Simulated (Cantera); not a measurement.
# Low-pressure radical oxidation in H2/O2

An isothermal, constant-pressure homogeneous reactor starts with 1.86 % H2, 98.1 % O2, at 1125 K and 1330 Pa.

Detailed kinetics in Cantera: GRI-Mech 3.0 (53 species, 325 reactions). Radical loss at walls, strong at low pressure, is not modelled.

```tsv
t (s)	x H2	x O2	x HO2	x OH	x O	x H2O	x H2O2
1.00e-6	0.0186	0.981	3.70e-12	<1e-12	<1e-12	<1e-12	<1e-12
7.65e-6	0.0186	0.981	2.83e-11	1.68e-12	1.69e-12	<1e-12	<1e-12
5.86e-5	0.0186	0.981	2.17e-10	7.29e-11	7.71e-11	7.74e-12	<1e-12
0.000448	0.0186	0.981	1.67e-9	1.72e-9	2.38e-9	1.50e-9	<1e-12
0.00343	0.0186	0.981	5.93e-8	4.87e-6	7.81e-6	9.59e-6	3.07e-11
0.0262	0.000117	0.969	1.94e-6	0.000977	0.0110	0.0175	3.54e-8
0.201	2.29e-5	0.979	9.55e-7	0.000434	0.00211	0.0185	3.17e-8
1.54	7.92e-7	0.981	1.21e-7	8.23e-5	7.51e-5	0.0188	1.09e-8
11.8	2.92e-8	0.981	7.99e-9	1.61e-5	2.85e-6	0.0188	1.20e-9
90.0	2.16e-9	0.981	1.73e-9	4.41e-6	2.14e-7	0.0188	1.20e-10
```
x: mole fraction; the columns are a selection and need not sum to one.

Equilibrium at this temperature and pressure: H2 3.99e-10, O2 0.981, HO2 2.58e-9, OH 1.90e-6, O 3.99e-8, H2O 0.0188, H2O2 2.52e-11 (gas phase only).
